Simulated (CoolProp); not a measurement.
CF4 (R14) at 347 K and 0.128 MPa flows at 1.9 m/s in a round tube of 1 mm bore and 1.5 µm roughness, fully developed (64/Re and Nu = 3.66 if laminar; Colebrook and Gnielinski if turbulent). Each further row changes one setting.

Values from CoolProp's reference Helmholtz-energy equation of state, Platzer 1990. This equation is an older, rougher fit.

```csv
case,Reynolds number,Darcy friction factor,pressure drop (Pa/m),heat-transfer coefficient (W/(m² K)),mass flow (kg/h)
as stated,379,0.169,1190,73.2,0.0210
velocity 3.8 m/s,758,0.0844,2390,73.2,0.0421
diameter 2 mm,758,0.0844,298,36.6,0.0841
```

Viscosity comes from a separate model (Huber 2003), an estimate that may be off by 10 % or more. Thermal conductivity comes from a separate model (Huber 2003), an estimate that may be off by 10 % or more.
